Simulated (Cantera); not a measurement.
A Cantera script and what it prints.

```python
import numpy as np
import cantera as ct

gas_names = """
    TiCL4 TiCL3
""".split()
cond_names = """
    Ti(a) Ti(b) Ti(L) TiCL3(s)
""".split()


# ... load() reads the species with a 1 bar reference pressure and builds the phases ...
species = {s.name: s for s in load("nasa_gas.yaml", gas_names) + load("nasa_condensed.yaml", cond_names)}
# Each term lists the table entries of one substance; the one whose range holds T is used.
reactions = {
    '3 TiCl4(g) + Ti = 4 TiCl3(g)':
        [(-3, ['TiCL4']), (-1, ['Ti(a)', 'Ti(b)', 'Ti(L)']), (4, ['TiCL3'])],
    '4 TiCl3 = Ti + 3 TiCl4(g)':
        [(-4, ['TiCL3(s)']), (1, ['Ti(a)', 'Ti(b)', 'Ti(L)']), (3, ['TiCL4'])],
}


def pick(names, T):
    return next(species[n] for n in names if species[n].thermo.min_temp <= T <= species[n].thermo.max_temp)


results = []
for label, terms in reactions.items():
    print(label)
    print("     T/K   dH/kJ  dS/(J/K)   dG/kJ   log10 K")
    for T in [400, 500, 600, 700, 800, 900, 1000]:
        used = [(nu, pick(names, T)) for nu, names in terms]
        dH = sum(nu * s.thermo.h(T) for nu, s in used) / 1e6
        dS = sum(nu * s.thermo.s(T) for nu, s in used) / 1e3
        dG = dH - T * dS / 1e3
        logK = -dG * 1e6 / (ct.gas_constant * T * np.log(10))
        results.append((label, T, dH, dS, dG, logK, [s.name for _, s in used]))
        print(f"{T:8g} {dH:8.1f} {dS:8.1f} {dG:8.1f} {logK:8.2f}")
```

Result:

```
3 TiCl4(g) + Ti = 4 TiCl3(g)
     T/K   dH/kJ  dS/(J/K)   dG/kJ   log10 K
     400    130.5    167.0     63.7    -8.32
     500    129.4    164.5     47.1    -4.92
     600    128.5    162.9     30.8    -2.68
     700    127.7    161.6     14.5    -1.09
     800    126.8    160.5     -1.6     0.10
     900    125.8    159.3    -17.5     1.02
    1000    124.7    158.2    -33.4     1.75
4 TiCl3 = Ti + 3 TiCl4(g)
     T/K   dH/kJ  dS/(J/K)   dG/kJ   log10 K
     400    590.2    515.3    384.1   -50.15
     500    583.5    500.4    333.3   -34.82
     600    576.9    488.4    283.9   -24.71
     700    570.2    478.1    235.6   -17.58
     800    563.4    468.9    188.2   -12.29
     900    556.3    460.6    141.8    -8.23
    1000    549.0    452.9     96.1    -5.02
```

Cantera with NASA thermochemical tables; ideal gases at 1 bar, condensed phases pure. Condensed species are held in their standard states even where they would react or evaporate.
